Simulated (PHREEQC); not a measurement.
1 kg of water holding 160 mmol/kgw NaHCO3 meets 20 L of dry gas (CO2 0.47, CH4 0.53 by moles) at fixed total pressure, at 40 °C; fugacities by Peng-Robinson. The gases take part in no redox reaction, some water evaporates into the gas, and hydrates or a liquid gas phase aren't modelled. Precipitation was switched off in this run.

Computed with PHREEQC (ion-association model, phreeqc.dat).

Q: Predict dissolved CO2 (all carbonate carbon) (mol/kgw), φ of CO2, dissolved CH4 (mol/kgw) at P (atm) = 75, 200, 400.

A: 
| P (atm) | dissolved CO2 (all carbonate carbon) (mol/kgw) | φ of CO2 | dissolved CH4 (mol/kgw) |
|---|---|---|---|
| 75 | 0.677 | 0.693 | 0.0384 |
| 200 | 0.838 | 0.399 | 0.0785 |
| 400 | 0.897 | 0.282 | 0.114 |

Species that the database lacks are ignored. At this temperature some constants are extrapolated from 25 °C, and those without enthalpy data are left unchanged.
